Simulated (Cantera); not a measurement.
A Cantera script and what it prints.

```python
import numpy as np
import cantera as ct

gas_names = """
    H HO2 H2 H2O H2O2 O OH O2 O3 V VO VO2
""".split()
cond_names = """
    H2O(s) H2O(L) V(cr) V(L) VO(s) VO(L) V2O3(s) V2O3(L) V2O4(I) V2O4(II) V2O4(L) V2O5(s) V2O5(L)
""".split()


def load(file, names, dense=False):
    # The tables refer to 1 bar. Condensed volumes are neglected.
    table = {s.name: s for s in ct.Species.list_from_file(file)}
    out = []
    for n in names:
        d = dict(table[n].input_data)
        d["thermo"] = dict(d["thermo"], **{"reference-pressure": 1e5})
        if dense:
            d["equation-of-state"] = {"model": "constant-volume", "density": "1e6 g/cm^3"}
        out.append(ct.Species.from_dict(d))
    return out


gas = ct.Solution(thermo="ideal-gas", species=load("nasa_gas.yaml", gas_names))
cond = {s.name: ct.Solution(thermo="fixed-stoichiometry", species=[s], name=s.name)
        for s in load("nasa_condensed.yaml", cond_names, dense=True)}
atoms = {
    'V': {'V': 1},
    'H2O': {'H': 2, 'O': 1},
}
top_T = {}  # K; cautious upper limits of use, not melting points


def equilibrate(T, P, feed):
    n = {}
    for name, mol in feed.items():
        for a, k in atoms[name].items():
            n[a] = n.get(a, 0.0) + k * mol
    gas.TPX = T, P, n
    mass = sum(n.values()) * gas.mean_molecular_weight
    gas.equilibrate("TP")
    valid = [c for c in cond.values() if c.min_temp <= T <= top_T.get(c.name, c.max_temp)]
    mix = ct.Mixture([(gas, mass / gas.mean_molecular_weight)] + [(c, 0.0) for c in valid])
    mix.T, mix.P = T, P
    mix.equilibrate("TP", solver="vcs", rtol=1e-11, max_steps=5000)
    return mix


results = []
T = 2798  # K
P = 270  # Pa
for m in [1.4, 1.8, 2.2, 2.7, 3.3, 4, 4.9, 6, 7.4, 9.1, 11, 14, 17]:
    feed = {'V': 1, 'H2O': m}  # mol
    mix = equilibrate(T, P, feed)
    results.append((T, P, feed, dict(zip(mix.species_names, mix.species_moles))))
    x = sorted(zip(gas.X, gas.species_names), reverse=True)
    print(f"T = {T:g} K  P = {P:g} Pa  n(H2O) = {m:g} mol  gas = {mix.phase_moles(0):.4g} mol")
    print("   x: " + "  ".join(f"{s} {v:.3e}" for v, s in x if v > 1e-05))
    print("   condensed (mol): " + ("  ".join(f"{mix.phase(i).name} {mix.phase_moles(i):.4g}"
          for i in range(1, mix.n_phases) if mix.phase_moles(i) > 1e-12) or "none"))
```

It prints:

```
T = 2798 K  P = 270 Pa  n(H2O) = 1.4 mol  gas = 3.392 mol
   x: H 5.594e-01  VO 1.377e-01  VO2 1.285e-01  H2 1.280e-01  V 2.855e-02  O 1.068e-02  OH 3.887e-03  H2O 3.169e-03  O2 1.061e-04
   condensed (mol): none
T = 2798 K  P = 270 Pa  n(H2O) = 1.8 mol  gas = 4.107 mol
   x: H 5.785e-01  VO2 1.601e-01  H2 1.369e-01  VO 7.634e-02  O 2.400e-02  OH 9.034e-03  H2O 7.617e-03  V 7.040e-03  O2 5.359e-04
   condensed (mol): none
T = 2798 K  P = 270 Pa  n(H2O) = 2.2 mol  gas = 4.9 mol
   x: H 5.775e-01  VO2 1.628e-01  H2 1.364e-01  O 4.719e-02  VO 3.948e-02  OH 1.773e-02  H2O 1.493e-02  O2 2.072e-03  V 1.852e-03
   condensed (mol): none
T = 2798 K  P = 270 Pa  n(H2O) = 2.7 mol  gas = 5.969 mol
   x: H 5.666e-01  VO2 1.453e-01  H2 1.313e-01  O 7.711e-02  OH 2.843e-02  H2O 2.348e-02  VO 2.157e-02  O2 5.531e-03  V 6.193e-04
   condensed (mol): none
T = 2798 K  P = 270 Pa  n(H2O) = 3.3 mol  gas = 7.294 mol
   x: H 5.548e-01  H2 1.259e-01  VO2 1.233e-01  O 1.042e-01  OH 3.760e-02  H2O 3.040e-02  VO 1.355e-02  O2 1.009e-02  V 2.879e-04
   condensed (mol): none
T = 2798 K  P = 270 Pa  n(H2O) = 4 mol  gas = 8.857 mol
   x: H 5.449e-01  O 1.259e-01  H2 1.214e-01  VO2 1.034e-01  OH 4.464e-02  H2O 3.546e-02  O2 1.475e-02  VO 9.394e-03  V 1.651e-04
   condensed (mol): none
T = 2798 K  P = 270 Pa  n(H2O) = 4.9 mol  gas = 10.88 mol
   x: H 5.363e-01  O 1.447e-01  H2 1.176e-01  VO2 8.510e-02  OH 5.048e-02  H2O 3.946e-02  O2 1.947e-02  VO 6.733e-03  V 1.030e-04
   condensed (mol): none
T = 2798 K  P = 270 Pa  n(H2O) = 6 mol  gas = 13.35 mol
   x: H 5.295e-01  O 1.598e-01  H2 1.147e-01  VO2 6.982e-02  OH 5.503e-02  H2O 4.247e-02  O2 2.374e-02  VO 5.003e-03  V 6.933e-05
   condensed (mol): none
T = 2798 K  P = 270 Pa  n(H2O) = 7.4 mol  gas = 16.51 mol
   x: H 5.238e-01  O 1.723e-01  H2 1.122e-01  OH 5.871e-02  VO2 5.676e-02  H2O 4.482e-02  O2 2.760e-02  VO 3.771e-03  V 4.847e-05
   condensed (mol): none
T = 2798 K  P = 270 Pa  n(H2O) = 9.1 mol  gas = 20.34 mol
   x: H 5.194e-01  O 1.822e-01  H2 1.103e-01  OH 6.155e-02  H2O 4.659e-02  VO2 4.622e-02  O2 3.086e-02  VO 2.905e-03  V 3.530e-05
   condensed (mol): none
T = 2798 K  P = 270 Pa  n(H2O) = 11 mol  gas = 24.63 mol
   x: H 5.161e-01  O 1.895e-01  H2 1.089e-01  OH 6.363e-02  H2O 4.786e-02  VO2 3.827e-02  O2 3.340e-02  VO 2.311e-03  V 2.700e-05
   condensed (mol): none
T = 2798 K  P = 270 Pa  n(H2O) = 14 mol  gas = 31.4 mol
   x: H 5.127e-01  O 1.970e-01  H2 1.075e-01  OH 6.571e-02  H2O 4.911e-02  O2 3.609e-02  VO2 3.008e-02  VO 1.748e-03  V 1.965e-05
   condensed (mol): none
T = 2798 K  P = 270 Pa  n(H2O) = 17 mol  gas = 38.17 mol
   x: H 5.106e-01  O 2.018e-01  H2 1.066e-01  OH 6.703e-02  H2O 4.989e-02  O2 3.786e-02  VO2 2.478e-02  VO 1.406e-03  V 1.542e-05
   condensed (mol): none
```

These are equilibrium values from Cantera (NASA tables, ideal gas, pure condensed phases), not measurements of a reactor.
